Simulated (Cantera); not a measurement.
An adiabatic, constant-volume homogeneous reactor starts with 17.6 % CH3OH, 16.5 % O2, 62.0 % N2, 3.87 % H2O, equivalence ratio 1.6, at 1800 K and 9.60 bar.

Computed with Cantera and GRI-Mech 3.0 (53 species, 325 reactions). GRI-Mech 3.0 was tuned for natural gas; its chemistry of methanol as a main component is partial and can be far from experiment. Above 3000 K some thermodynamic fits are extrapolated.

### Question
Predict: time of steepest temperature rise; temperature at 0.400 s; equilibrium temperature; x(O2) at 0.400 s; x(H2O) at 0.400 s; x(O) at 0.400 s; x(HCO) at 0.400 s.

### Answer
| Property | Result |
|---|---|
| time of steepest temperature rise | 2.04 µs |
| temperature at 0.400 s | 3152 K |
| equilibrium temperature | 3152 K |
| x(O2) at 0.400 s | 0.00261 (gas-phase equilibrium 0.00261) |
| x(H2O) at 0.400 s | 0.232 (gas-phase equilibrium 0.232) |
| x(O) at 0.400 s | 0.00212 (gas-phase equilibrium 0.00212) |
| x(HCO) at 0.400 s | 2.06e-6 (gas-phase equilibrium 2.06e-6) |
